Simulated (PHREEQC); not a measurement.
**Acid rinse or clean: speciation**

Solution (25 °C): 0.014 mol/kgw H2SO4, 0.00076 mol/kgw NaCl and 0.18 mol/kgw KCl. Closed to the air; pH follows from the charge balance.

Computed with PHREEQC (ion-association model, phreeqc.dat).

Precipitation was switched off in this run.

Question: Predict the pH, density, activity of water.

Answer: pH 1.73; density 1.006 g/cm³; activity of water 0.993.

Question: In which forms is S present?

Answer: SO4-2 49 %, HSO4- 34 %, KSO4- 17 % of the S.
